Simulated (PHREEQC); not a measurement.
Reverse-osmosis reject

A made-up water analysis in mmol/kgw, 25 °C, pH 7.41, pe 8.6: Na 3.13; K 0.477; Ca 0.423; Mg 10.1; Cl 4.02; S(6) 2.03; Alkalinity (meq/kgw) 16.1; Cd 0.0234.

Valence states are taken as typed.

Equilibrium calculation in PHREEQC: ion-association model, phreeqc.dat.

ionic strength: 0.0321 mol/kgw
specific conductance: 1960 µS/cm
charge-balance error: 1.2 %

```
species  molality  activity   log γ
-------  --------  --------  ------
HCO3-      0.0150    0.0128  -0.069
Mg+2      0.00851   0.00457  -0.270
Cl-       0.00402   0.00338  -0.075
Na+       0.00310   0.00263  -0.071
SO4-2     0.00128  0.000668  -0.284
CO2       0.00111   0.00112   0.003
MgHCO3+  0.000812  0.000685  -0.074
MgSO4    0.000710  0.000715   0.003
K+       0.000475  0.000399  -0.075
Ca+2     0.000360  0.000190  -0.277
MgCO3     6.68e-5   6.73e-5   0.003
CaHCO3+   3.62e-5   3.10e-5  -0.068
CO3-2     2.92e-5   1.54e-5  -0.277
```

This is a speciation only: nothing precipitates in the calculation. Saturation is exceeded, for instance for Otavite; the values hold only as long as no solid forms. Complexes and solids missing from the database can't appear. The database's cadmium carbonate complexes are estimates of doubtful size.
